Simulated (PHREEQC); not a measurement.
Solution (25 °C): 160 mmol/kgw HF, 0.092 mmol/kgw NaF and 5.1 mmol/kgw (NH4)2SiF6. Closed to the air; pH follows from the charge balance.

Computed with PHREEQC (ion-association model, phreeqc.dat).

No solid was allowed to form.

Task: What pH, ionic strength does the model give?

Result: pH 1.91; ionic strength 0.0294 mol/kgw.

Task: In which forms is F present?

Result: HF 74 %, SiF6-2 16 %, HF2- 5.2 %, F- 4.8 % of the F.

SiF6-2 is the database's only silicon fluoride.
